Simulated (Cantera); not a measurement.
Premixed flame

A freely propagating, adiabatic, planar premixed flame of H2 : O2 : N2 = 1 : 0.633 : 2.38 (molar parts), unburnt at 500 K and 3.55 atm; mixture-averaged transport, grid criteria slope 0.08 and curve 0.16, no radiation.

Detailed kinetics in Cantera: the H2/O2 subset of GRI-Mech 3.0, which has no nitrogen chemistry. The hydrogen kinetics of GRI-Mech 3.0 are dated; newer H2 mechanisms differ, most at raised pressure. Burning velocities carry a grid error of a few per cent, more on coarse grids.

| z (mm) | T (K) | u (m/s) | x H2 | x O2 | x HO2 | x H | x H2O2 | x OH |
|---|---|---|---|---|---|---|---|---|
| -0.245 | 500 | 3.51 | 0.249 | 0.158 | <1e-8 | <1e-8 | <1e-8 | <1e-8 |
| -0.163 | 500 | 3.51 | 0.249 | 0.158 | 1.13e-8 | <1e-8 | <1e-8 | <1e-8 |
| -0.123 | 500 | 3.50 | 0.248 | 0.158 | 1.80e-7 | <1e-8 | 1.34e-8 | <1e-8 |
| -0.0817 | 502 | 3.50 | 0.245 | 0.159 | 3.33e-6 | <1e-8 | 2.54e-7 | <1e-8 |
| -0.0409 | 561 | 3.81 | 0.219 | 0.162 | 0.000397 | 1.78e-5 | 3.00e-5 | 2.89e-5 |
| -0.0204 | 851 | 5.57 | 0.171 | 0.154 | 0.000688 | 0.00159 | 8.92e-5 | 0.000861 |
| 0 | 1284 | 8.20 | 0.104 | 0.121 | 0.000331 | 0.00979 | 3.04e-5 | 0.00295 |
| 0.0204 | 1598 | 10.1 | 0.0511 | 0.0797 | 0.000171 | 0.0169 | 6.07e-6 | 0.00776 |
| 0.0409 | 1776 | 11.2 | 0.0283 | 0.0581 | 0.000101 | 0.0167 | 3.36e-6 | 0.0118 |
| 0.0817 | 1954 | 12.2 | 0.0176 | 0.0471 | 5.56e-5 | 0.0110 | 1.87e-6 | 0.0143 |
| 0.163 | 2100 | 13.1 | 0.0119 | 0.0432 | 2.96e-5 | 0.00526 | 1.15e-6 | 0.0136 |
| 0.327 | 2202 | 13.6 | 0.00673 | 0.0411 | 1.48e-5 | 0.00198 | 7.67e-7 | 0.0110 |
| 0.654 | 2260 | 13.9 | 0.00330 | 0.0402 | 7.97e-6 | 0.000642 | 5.50e-7 | 0.00811 |
x: mole fraction of selected species; z is measured from the peak of heat release.

The laminar burning velocity is 351 cm/s. The thermal thickness is 0.0817 mm and the peak x(HO2) comes out as 0.000807. The peak x(H) comes out as 0.0175. The peak x(H2O2) is 8.92e-5 and the peak x(OH) comes out as 0.0144.
